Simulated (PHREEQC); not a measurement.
Dissolve 0.018 mol/kgw ZnSO4, 0.0015 mol/kgw Na2SO4 and 0.0092 mol/kgw NiCl2 at 57 °C. Closed to the air; pH follows from the charge balance.

Model: ion-association model, wateq4f.dat, run in PHREEQC.

```tsv
quantity	before	after
pH	5.28	5.32
ionic strength (mol/kgw)	0.0673	0.0558
Cl- (mol/kgw)	0.0175	0.00880
Zn+2 (mol/kgw)	0.0111	0.0104
SO4-2 (mol/kgw)	0.0103	0.0117
ZnSO4 (mol/kgw)	0.00568	0.00670
SI of Zincite(c) (ZnO)	-1.36	-1.29
SI of Goslarite (ZnSO4:7H2O)	-2.98	-2.91
```

**Question.** Which change was made?
A. Na2SO4 replaced by MnSO4 at the same molality
B. diluted 100-fold with water
C. 0.00056 mol/kgw KBr added
D. NiCl2 replaced by (CH3)4NCl at the same molality
E. temperature from 57 to 10 °C

**Answer.** D, NiCl2 replaced by (CH3)4NCl at the same molality

No solid was allowed to form. Constants without temperature data keep their 25 °C values here.
